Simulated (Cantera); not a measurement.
# Gas-phase reforming

A perfectly stirred reactor is fed with CH₄ : H₂O : H₂ = 1 : 1.2 : 0.077 (molar parts), at 375 Torr; it is held at 1700 K, and followed from long to short residence time.

Detailed kinetics in Cantera: GRI-Mech 3.0 (53 species, 325 reactions).

```csv
τ (s),x CH₄,x H₂O,x H₂,x OH,x H,x HO₂,x C₂H₂
9.4,0.0157,0.106,0.665,1.39e-6,0.000169,<1e-12,0.0237
2.0,0.0301,0.175,0.604,2.35e-6,0.000158,<1e-12,0.0496
0.42,0.0570,0.271,0.512,3.79e-6,0.000139,<1e-12,0.0806
0.089,0.109,0.364,0.402,5.15e-6,0.000111,<1e-12,0.0945
0.019,0.202,0.432,0.280,6.09e-6,7.81e-5,<1e-12,0.0742
0.0040,0.318,0.485,0.152,6.96e-6,4.57e-5,<1e-12,0.0336
0.00085,0.403,0.517,0.0642,7.06e-6,2.11e-5,<1e-12,0.00512
0.00018,0.434,0.526,0.0371,4.56e-6,8.43e-6,<1e-12,0.000101
```
x: mole fraction; the columns are a selection and need not sum to one.
